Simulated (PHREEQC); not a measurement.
## Spent oxide etchant (model solution)

Dissolve 5.6 mmol/kgw NH4HF2, 18 mmol/kgw H2SiF6, 170 mmol/kgw HBF4 and 11 mmol/kgw HCl at 20 °C. Closed to the air; pH follows from the charge balance.

Computed with PHREEQC (ion-association model, wateq4f.dat).

Each row changes one thing in this solution. Precipitation was switched off in this run.

```json
[
 {"case": "as made", "pH": "0.78", "ionic strength (mol/kgw)": "0.233", "BF4- (mol/kgw)": "0.165", "HF (mol/kgw)": "0.0191", "BF3OH- (mol/kgw)": "0.00273", "H3BO3 (mol/kgw)": "0.00183", "SI of Quartz (SiO2)": "-1.18"},
 {"case": "HBF4 from 0.17 to 0.153 mol/kgw", "pH": "0.81", "ionic strength (mol/kgw)": "0.216", "BF4- (mol/kgw)": "0.149", "HF (mol/kgw)": "0.0186", "BF3OH- (mol/kgw)": "0.00253", "H3BO3 (mol/kgw)": "0.00174", "SI of Quartz (SiO2)": "-1.16"},
 {"case": "NH4HF2 replaced by NH4HSO4 at the same molality", "pH": "0.77", "ionic strength (mol/kgw)": "0.239", "BF4- (mol/kgw)": "0.163", "HF (mol/kgw)": "0.0161", "BF3OH- (mol/kgw)": "0.00318", "H3BO3 (mol/kgw)": "0.00357", "SI of Quartz (SiO2)": "-0.73"},
 {"case": "temperature from 20 to 85 °C", "pH": "0.81", "ionic strength (mol/kgw)": "0.222", "BF4- (mol/kgw)": "0.159", "HF (mol/kgw)": "0.0550", "BF3OH- (mol/kgw)": "0.00353", "H3BO3 (mol/kgw)": "0.00685", "SI of Quartz (SiO2)": "+0.62"},
 {"case": "diluted 10-fold with water", "pH": "1.75", "ionic strength (mol/kgw)": "0.0224", "BF4- (mol/kgw)": "0.0148", "HF (mol/kgw)": "0.00717", "BF3OH- (mol/kgw)": "0.000684", "H3BO3 (mol/kgw)": "0.00145", "SI of Quartz (SiO2)": "-1.14"},
 {"case": "HCl from 0.011 to 0.0099 mol/kgw", "pH": "0.78", "ionic strength (mol/kgw)": "0.232", "BF4- (mol/kgw)": "0.165", "HF (mol/kgw)": "0.0191", "BF3OH- (mol/kgw)": "0.00273", "H3BO3 (mol/kgw)": "0.00183", "SI of Quartz (SiO2)": "-1.18"},
 {"case": "temperature from 20 to 65 °C", "pH": "0.80", "ionic strength (mol/kgw)": "0.228", "BF4- (mol/kgw)": "0.161", "HF (mol/kgw)": "0.0377", "BF3OH- (mol/kgw)": "0.00335", "H3BO3 (mol/kgw)": "0.00522", "SI of Quartz (SiO2)": "+0.22"},
 {"case": "temperature from 20 to 55 °C", "pH": "0.79", "ionic strength (mol/kgw)": "0.230", "BF4- (mol/kgw)": "0.162", "HF (mol/kgw)": "0.0319", "BF3OH- (mol/kgw)": "0.00323", "H3BO3 (mol/kgw)": "0.00431", "SI of Quartz (SiO2)": "-0.04"}
]
```

Species that the database lacks are ignored. Some of these states are supersaturated (in Quartz (slow to form), Chalcedony (slow to form), for instance). At this temperature some constants are extrapolated from 25 °C, and those without enthalpy data are left unchanged. SiF6-2 is the database's only silicon fluoride. Real BF4- forms and hydrolyses slowly; the run takes it at equilibrium.
